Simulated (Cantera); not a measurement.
# NO annealing gas

An isothermal, constant-pressure homogeneous reactor starts with 74.1 % NO, 25.9 % N2, at 2123 K and 40.5 Torr.

Model: GRI-Mech 3.0 (53 species, 325 reactions), integrated in Cantera.

| t (s) | x NO | x O | x O2 | x N2 | x N2O |
|---|---|---|---|---|---|
| 5.00e-6 | 0.741 | 3.99e-7 | 1.06e-10 | 0.259 | 3.99e-7 |
| 1.72e-5 | 0.741 | 1.38e-6 | 1.25e-9 | 0.259 | 1.37e-6 |
| 5.92e-5 | 0.741 | 4.75e-6 | 1.50e-8 | 0.259 | 4.69e-6 |
| 0.000204 | 0.741 | 1.65e-5 | 1.78e-7 | 0.259 | 1.58e-5 |
| 0.000701 | 0.741 | 5.91e-5 | 2.20e-6 | 0.259 | 5.06e-5 |
| 0.00241 | 0.740 | 0.000227 | 3.09e-5 | 0.259 | 0.000137 |
| 0.00830 | 0.739 | 0.000750 | 0.000475 | 0.260 | 0.000226 |
| 0.0285 | 0.731 | 0.00112 | 0.00387 | 0.264 | 0.000214 |
| 0.0982 | 0.704 | 0.00140 | 0.0173 | 0.277 | 0.000188 |
| 0.338 | 0.601 | 0.00210 | 0.0685 | 0.329 | 0.000122 |
| 1.16 | 0.294 | 0.00339 | 0.221 | 0.481 | 2.42e-5 |
| 4.00 | 0.0388 | 0.00417 | 0.348 | 0.609 | 4.80e-7 |
x: mole fraction; the columns are a selection and need not sum to one.

Equilibrium at this temperature and pressure: NO 0.0123, O 0.00424, O2 0.361, N2 0.622, N2O 1.42e-7 (gas phase only).
